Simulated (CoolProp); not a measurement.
Computed with CoolProp (reference Helmholtz-energy equation of state, Wagner 2002).

Question: Give the vapour pressure (kPa), vapour density (kg/m³), enthalpy of vaporisation (kJ/kg), surface tension (mN/m) of saturated water at 417.4, 430.9, 444.4 K.

Answer: 
```tsv
T (K)	p (kPa)	vapour density (kg/m³)	enthalpy of vaporisation (kJ/kg)	surface tension (mN/m)
417.4	407	2.20	2130	49.9
430.9	584	3.09	2090	47.0
444.4	816	4.24	2040	44.0
```

Surface tension comes from a separate correlation (Mulero 2012).
